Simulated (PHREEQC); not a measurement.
A solution holds 0.28 mol SrCl2 and 0.0086 mol KCl per kg of water, at 20 °C. Closed to the air; pH follows from the charge balance.

Computed with PHREEQC (Pitzer model, pitzer.dat).

The ionic strength comes out as 0.849 mol/kgw and the activity of water is 0.987. The density is 1.037 g/cm³. The osmotic coefficient comes out as 0.866.

```json
[
 {"species": "Cl-", "molality": "0.569", "activity": "0.348", "log γ": "-0.213"},
 {"species": "Sr+2", "molality": "0.280", "activity": "0.0697", "log γ": "-0.604"},
 {"species": "K+", "molality": "0.00860", "activity": "0.00568", "log γ": "-0.180"},
 {"species": "OH-", "molality": "1.52e-7", "activity": "5.59e-8", "log γ": "-0.435"},
 {"species": "H+", "molality": "1.52e-7", "activity": "1.21e-7", "log γ": "-0.100"}
]
```

Precipitation was switched off in this run. Species that the database lacks are ignored.
